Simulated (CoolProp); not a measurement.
Properties of R227EA along the isobar 6.03 bar (Tc = 374.9 K, pc = 29.25 bar, ω = 0.358).

The numbers come from the reference Helmholtz-energy equation of state, Lemmon 2016 in CoolProp.

```json
[
 {"T (K)": "284.3", "phase": "liquid", "speed of sound (m/s)": "___", "isothermal compressibility (1/MPa)": "0.004316", "conductivity (mW/(m K))": "63.4"},
 {"T (K)": "303.3", "phase": "liquid", "speed of sound (m/s)": "397.6", "isothermal compressibility (1/MPa)": "___", "conductivity (mW/(m K))": "58.3"},
 {"T (K)": "322.3", "phase": "gas", "speed of sound (m/s)": "113.6", "isothermal compressibility (1/MPa)": "1.963", "conductivity (mW/(m K))": "15.6"},
 {"T (K)": "341.4", "phase": "gas", "speed of sound (m/s)": "120.4", "isothermal compressibility (1/MPa)": "1.879", "conductivity (mW/(m K))": "17.0"},
 {"T (K)": "360.4", "phase": "gas", "speed of sound (m/s)": "126.1", "isothermal compressibility (1/MPa)": "1.827", "conductivity (mW/(m K))": "18.5"},
 {"T (K)": "379.4", "phase": "gas", "speed of sound (m/s)": "131.3", "isothermal compressibility (1/MPa)": "1.791", "conductivity (mW/(m K))": "20.0"},
 {"T (K)": "398.4", "phase": "gas", "speed of sound (m/s)": "136.0", "isothermal compressibility (1/MPa)": "___", "conductivity (mW/(m K))": "___"},
 {"T (K)": "417.4", "phase": "gas", "speed of sound (m/s)": "140.3", "isothermal compressibility (1/MPa)": "1.746", "conductivity (mW/(m K))": "23.0"},
 {"T (K)": "436.4", "phase": "gas", "speed of sound (m/s)": "___", "isothermal compressibility (1/MPa)": "___", "conductivity (mW/(m K))": "___"}
]
```

Task: Complete the blanks.

Result: 
- 284.3, speed of sound (m/s): 476.5
- 303.3, isothermal compressibility (1/MPa): 0.006641
- 398.4, isothermal compressibility (1/MPa): 1.766
- 398.4, conductivity (mW/(m K)): 21.5
- 436.4, speed of sound (m/s): 144.4
- 436.4, isothermal compressibility (1/MPa): 1.731
- 436.4, conductivity (mW/(m K)): 24.5

Thermal conductivity comes from a separate model (Huber 2003), an estimate that may be off by 10 % or more.
